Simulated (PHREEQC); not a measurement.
Synthetic water in mg/kgw, 30 °C, pH 7.08, pe 12.6:

| constituent | mg/kgw |
|---|---|
| Na | 3.68 |
| K | 5.58 |
| Ca | 22.8 |
| Mg | 27 |
| Cl | 48.4 |
| S(6) as SO4 | 61 |
| Alkalinity as HCO3 | 61.3 |
| Cd | 0.131 |
| Li | 0.0118 |

Valence states are taken as typed.

All values are PHREEQC results (ion-association model, wateq4f.dat), not measurements.

The ionic strength comes out as 0.00550 mol/kgw. What activity coefficients do Ca+2, K+, Mg+2, SO4-2, HCO3- get?

Ca+2 0.73, K+ 0.92, Mg+2 0.74, SO4-2 0.73, HCO3- 0.92.

Precipitation was switched off in this run. Species that the database lacks are ignored.
